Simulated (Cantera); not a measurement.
A closed system holds: 1 mol Fe3O4, 0.043 mol HCl, 3.7 mol H2, held at 1 atm.

Equilibrium computed with Cantera from the NASA thermochemical tables; the gas is ideal and each condensed phase is pure. Candidate condensed phases: Fe, FeCl2, FeCl3, FeO, Fe(OH)2, Fe(OH)3, Fe2O3, Fe3O4, H2O; 22 gas species. Mutual solubility and eutectic melting of coexisting phases are not modelled. The tables' stoichiometric FeO is somewhat more stable than real wüstite, so its field is too wide. FeO: taken at fixed stoichiometry. The numbers say what is thermodynamically allowed, not how fast it happens.

Which condensed phases are stable at each of these points (T (°C)): 1077, 1127, 1177, 1227, 1277, 1327, 1377, 1427?


| T (°C) | condensed phases | Fe condensed (%) |
|---|---|---|
| 1077 | FeO(s) | 100.0 |
| 1127 | Fe(γ) + FeO(s) | 100.0 |
| 1177 | Fe(γ) + FeO(s) | 100.0 |
| 1227 | Fe(γ) + FeO(s) | 100.0 |
| 1277 | Fe(γ) + FeO(s) | 100.0 |
| 1327 | Fe(γ) + FeO(s) | 100.0 |
| 1377 | Fe(γ) + FeO(l) | 100.0 |
| 1427 | Fe(δ) + FeO(l) | 100.0 |

At 1077 °C the condensed part is FeO(s). From 1127 °C to 1327 °C the condensed part is Fe(γ) + FeO(s). At 1377 °C the condensed part is Fe(γ) + FeO(l). At 1427 °C the condensed part is Fe(δ) + FeO(l).
